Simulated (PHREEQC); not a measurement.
PHREEQC input (ion-association model, wateq4f.dat):

```
SOLUTION_SPECIES
  SO4-2 + 10H+ + 8e- = H2S + 4H2O  # shut off: sulfate is not reduced
    -log_k -100
    -delta_h 0
    -analytic -100
SOLUTION 1
  temp 25
  units mol/kgw
  pH 7 charge
  Cl 0.00076
  Pb 0.00038
  Br 6.8e-05
  K 6.8e-05
SOLUTION 2
  temp 25
  units mol/kgw
  pH 7 charge
  Cl 0.022
  S(6) 0.12071
  Fe(2) 0.12
  Mn(2) 0.00071
END
SELECTED_OUTPUT 1
  -reset false
  -pH true
  -pe true
  -ionic_strength true
  -water true
  -totals Br Cl Fe K Mn Pb S Fe(2) Fe(3) Mn(2)
    Mn(3) Mn(6) Mn(7) S(-2) S(6)
  -molalities H+ Br- Cl- Fe+2 K+ Mn+2 Pb+2 SO4-2 Fe+3 FeOH+2
    FeOH+ Fe(OH)3- FeSO4+ FeCl+2 FeCl2+ FeCl3 FeSO4 KSO4- HSO4- H2S
    HS- S-2 O2 Fe(OH)2+ Fe(OH)3 Fe(OH)4- Fe(OH)2 FeHSO4+ OH- FeHSO4+2
    Mn+3 MnCl+ MnCl2 MnCl3- MnOH+ Mn(OH)3- MnSO4 MnO4- MnO4-2 Fe(SO4)2-
    Fe2(OH)2+4 Fe3(OH)4+5 PbCl+ PbCl2 PbCl3- PbCl4-2 PbOH+ Pb(OH)2 Pb(OH)3- Pb2OH+3
    PbSO4 Pb(HS)2 Pb(HS)3- Pb3(OH)4+2 PbBr+ PbBr2 Pb(OH)4-2 Pb(SO4)2-2 Fe(HS)2 Fe(HS)3-
    FeCl+
  -equilibrium_phases Pyrochroite Litharge Anglesite Cotunnite Laurionite PbBr2 Larnakite Melanterite
PRINT
  -reset false
MIX 1
  1 1
  2 0
EQUILIBRIUM_PHASES 1
  Pyrochroite 0 0
  Litharge 0 0
  Anglesite 0 0
  Cotunnite 0 0
  Laurionite 0 0
  PbBr2 0 0
  Larnakite 0 0
  Melanterite 0 0
END
# ... the last block is repeated for the other 10 points of share of solution B
```

Selected output (columns that matter, 11 of 11 rows; share of solution B added in front):

```
share of solution B	pH	mu	Br	Cl	Fe	K	Mn	Pb	S	m_H+	m_Br-	m_Cl-	m_Fe+2	Anglesite
0	5.6035	0.0011842	6.8e-05	0.00076	0	6.8e-05	0	0.00038	0	2.585e-06	6.6765e-05	0.00075059	0	0
0.1	2.872	0.035934	6.12e-05	0.002884	0.012	6.12e-05	7.1e-05	1.8108e-05	0.011747	0.0015488	6.1185e-05	0.0028653	0.008744	0.00032389
0.2	2.6549	0.065767	5.44e-05	0.005008	0.024	5.44e-05	0.000142	1.6535e-05	0.023855	0.0026272	5.4391e-05	0.004958	0.016094	0.00028747
0.3	2.5372	0.093653	4.76e-05	0.007132	0.036	4.76e-05	0.000213	1.6037e-05	0.035963	0.0035059	4.7594e-05	0.0070407	0.023022	0.00024996
0.4	2.4581	0.12042	4.08e-05	0.009256	0.048	4.08e-05	0.000284	1.5821e-05	0.048072	0.0042589	4.0796e-05	0.0091148	0.029702	0.00021218
0.5	2.3994	0.14642	3.4e-05	0.01138	0.06	3.4e-05	0.000355	1.5717e-05	0.060181	0.0049221	3.3997e-05	0.011181	0.036209	0.00017428
0.6	2.3533	0.17186	2.72e-05	0.013504	0.072	2.72e-05	0.000426	1.5665e-05	0.07229	0.0055167	2.7198e-05	0.013241	0.042584	0.00013634
0.7	2.3157	0.19684	2.04e-05	0.015628	0.084	2.04e-05	0.000497	1.5639e-05	0.084399	0.0060566	2.0398e-05	0.015294	0.048851	9.8361e-05
0.8	2.284	0.22146	1.36e-05	0.017752	0.096	1.36e-05	0.000568	1.5627e-05	0.096508	0.0065515	1.3599e-05	0.017342	0.05503	6.0373e-05
0.9	2.2569	0.24577	6.8e-06	0.019876	0.108	6.8e-06	0.000639	1.5621e-05	0.10862	0.0070086	6.7995e-06	0.019383	0.061132	2.2379e-05
1	2.2333	0.26981	0	0.022	0.12	0	0.00071	0	0.12071	0.0074336	0	0.02142	0.067169	0
```
